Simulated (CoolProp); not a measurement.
Vapour-liquid equilibrium of propylene (1) + R114 (2) at 308.4 K; x and y are mole fractions of (1).

Computed with CoolProp (multi-fluid Helmholtz-energy mixture model, Lemmon 2013 and Platzer 1990; pair parameters Bell 2016). This equation is an older, rougher fit; its heat capacities, sound speeds and derivatives of the liquid may be far off and weren't checked against measurements.

```tsv
x	bubble pressure, mixture model (kPa)	bubble pressure, Raoult's law (kPa)	y, mixture model	y, Raoult's law
0.05	367.2	353.6	0.219	0.209
0.2	582.3	531.1	0.555	0.557
0.35	779.8	708.7	0.707	0.730
0.5	954.8	886.2	0.796	0.834
0.65	1113	1064	0.861	0.903
0.8	1266	1241	0.918	0.953
0.95	1423	1419	0.978	0.990
```

The largest gap from Raoult's law is +10.0 % in bubble pressure, at x = 0.35. No azeotrope shows between x = 0.05 and 0.95.

Pair parameters are fitted to limited data, so mixtures are less certain than the pure fluids.
